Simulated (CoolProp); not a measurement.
The fluid at 337.75 K and 0.0344 MPa is compressed adiabatically to 0.0968 MPa with isentropic efficiency 0.85. The same conditions are run with several fluids, on thermodynamics alone (safety and materials aside).

Model: reference Helmholtz-energy equation of state of each fluid (ethanol: Schroeder 2014; R365MFC: Lemmon 2016; propane: Lemmon 2009; R245ca: Zhou 2016; carbon dioxide: Span 1996), in CoolProp.

### Question
Rank ethanol, R365MFC, propane, R245ca, carbon dioxide by work (kJ/kg), highest first.

### Answer
carbon dioxide (86.6), propane (81.2), ethanol (77.5), R245ca (26.0), R365MFC (23.3)

| fluid | final temperature (K) | final density (kg/m³) |
|---|---|---|
| ethanol | 386.8 | 1.41 |
| R365MFC | 360.4 | 4.91 |
| propane | 380.1 | 1.36 |
| R245ca | 364.6 | 4.36 |
| carbon dioxide | 431.5 | 1.19 |
